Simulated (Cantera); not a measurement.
A freely propagating, adiabatic, planar premixed flame of H2 : O2 : N2 = 1 : 0.575 : 2.16 (molar parts), equivalence ratio 0.87, unburnt at 400 K and 105 Torr; mixture-averaged transport, grid criteria slope 0.08 and curve 0.16, no radiation.

Cantera simulation using the H2/O2 subset of GRI-Mech 3.0, which has no nitrogen chemistry; the numbers are that mechanism's predictions, not measurements. Burning velocities carry a grid error of a few per cent, more on coarse grids.

Task: How do the results move with these cheaper or finer settings: unity-Lewis-number transport; multicomponent transport; multicomponent+Soret transport; grid criteria slope 0.5, curve 1; grid criteria slope 0.25, curve 0.5; grid criteria slope 0.03, curve 0.06?

Result: 
| setting | laminar burning velocity | thermal thickness | peak x(H2O2) | peak x(O) | grid points |
|---|---|---|---|---|---|
| as above | 277 cm/s | 5.31 mm | 1.81e-5 | 0.0143 | 133 |
| unity-Lewis-number transport | 179 cm/s | 3.81 mm | 6.06e-6 | 0.0149 | 124 |
| multicomponent transport | 272 cm/s | 5.28 mm | 1.84e-5 | 0.0143 | 133 |
| multicomponent+Soret transport | 256 cm/s | 5.18 mm | 1.85e-5 | 0.0141 | 133 |
| grid criteria slope 0.5, curve 1 | 334 cm/s | 6.80 mm | 1.14e-5 | 0.0155 | 41 |
| grid criteria slope 0.25, curve 0.5 | 288 cm/s | 5.63 mm | 1.58e-5 | 0.0147 | 71 |
| grid criteria slope 0.03, curve 0.06 | 274 cm/s | 5.22 mm | 1.88e-5 | 0.0143 | 291 |
Unity Lewis numbers drop preferential diffusion, which matters most where H2 and H carry the flame; Soret adds thermal diffusion.
